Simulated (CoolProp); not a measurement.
Vapour-liquid equilibrium of R1234yf (1) + R227EA (2) at 198.2 K; x and y are mole fractions of (1).

Computed with CoolProp (multi-fluid Helmholtz-energy mixture model, Lemmon 2022 and Lemmon 2016; pair parameters Bell 2016).

```tsv
x	bubble pressure (MPa)	y at the bubble point	dew pressure at overall composition x (MPa)	liquid density (mol/L)
0.05	0.003406	0.122	0.003249	10.26
0.15	0.003907	0.313	0.003472	10.44
0.25	0.004390	0.459	0.003727	10.61
0.35	0.004863	0.575	0.004019	10.79
0.45	0.005330	0.670	0.004358	10.98
0.55	0.005794	0.750	0.004755	11.18
0.65	0.006257	0.819	0.005226	11.38
0.75	0.006721	0.880	0.005792	11.58
0.85	0.007187	0.932	0.006486	11.80
0.95	0.007654	0.979	0.007358	12.02
```

No azeotrope shows between x = 0.05 and 0.95.

The pair parameters rest on a limited set of measurements; away from them the model extrapolates.
